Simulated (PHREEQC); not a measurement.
Model water analysis in mg/L, 25 °C, pH 2.96, pe 10.5: Na 126; K 0.00337; Ca 39.7; Mg 94.6; Cl 20.8; S(6) as SO4 685; Sr 2.66; Fe(3) 17.8; Al 2.01.

Cl is adjusted to close the charge balance.
Valence states are taken as typed.

Computed with PHREEQC (ion-association model, phreeqc.dat).

**Question.** The ionic strength comes out as 0.0232 mol/kgw. What activity coefficients do H+, SO4-2, Al(SO4)2-, FeOH+2, Fe(OH)2+ get?

**Answer.** H+ 0.88, SO4-2 0.56, Al(SO4)2- 0.86, FeOH+2 0.56, Fe(OH)2+ 0.87.

No solid was allowed to form. The solution is supersaturated, for example in Hematite (slow to form), Goethite (slow to form), so a real one may precipitate; this is no full list.
